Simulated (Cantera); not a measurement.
## Stirred combustor or abatement burner

A perfectly stirred reactor is fed with 5.39 % CH3OH, 13.7 % O2, 80.9 % N2, equivalence ratio 0.59, at 3750 Torr; it is adiabatic with a 648 K inlet, and is followed from long to short residence time, starting on the burning branch (τ in s: 0.065, 0.038, 0.022, 0.013, 0.0075, 0.0044, 0.0025, 0.0015, 0.00086, 0.0005, 0.00029, 0.00017, 0.0001).

Model: GRI-Mech 3.0 (53 species, 325 reactions), integrated in Cantera. GRI-Mech 3.0 was tuned for natural gas; its chemistry of methanol as a main component is partial and can be far from experiment.

```tsv
τ (s)	T (K)	x CH3OH	x O2	x CH2CO	x NO	x CH4	x HCN	x NO2
0.065	1640	4.40e-6	0.0547	4.99e-12	3.23e-6	9.31e-9	2.48e-11	4.04e-8
0.038	1638	6.47e-6	0.0547	9.43e-12	3.23e-6	1.08e-8	3.01e-11	4.54e-8
0.022	1637	9.55e-6	0.0548	1.83e-11	3.22e-6	1.28e-8	3.72e-11	4.96e-8
0.013	1635	1.39e-5	0.0549	3.55e-11	3.14e-6	1.60e-8	4.67e-11	5.15e-8
0.0075	1631	2.06e-5	0.0550	7.40e-11	2.95e-6	2.18e-8	6.10e-11	5.03e-8
0.0044	1627	3.02e-5	0.0553	1.60e-10	2.64e-6	3.22e-8	8.27e-11	4.59e-8
0.0025	1619	4.60e-5	0.0557	3.94e-10	2.20e-6	5.49e-8	1.22e-10	3.89e-8
0.0015	1608	6.91e-5	0.0563	9.66e-10	1.74e-6	1.00e-7	1.84e-10	3.16e-8
0.00086	1588	0.000117	0.0576	2.93e-9	1.17e-6	2.25e-7	2.91e-10	2.39e-8
0.00050	648	0.0539	0.137	<1e-12	<1e-12	<1e-12	<1e-12	<1e-12
0.00029	648	0.0539	0.137	<1e-12	<1e-12	<1e-12	<1e-12	<1e-12
0.00017	648	0.0539	0.137	<1e-12	<1e-12	<1e-12	<1e-12	<1e-12
0.00010	648	0.0539	0.137	<1e-12	<1e-12	<1e-12	<1e-12	<1e-12
```
x: mole fraction; the columns are a selection and need not sum to one.
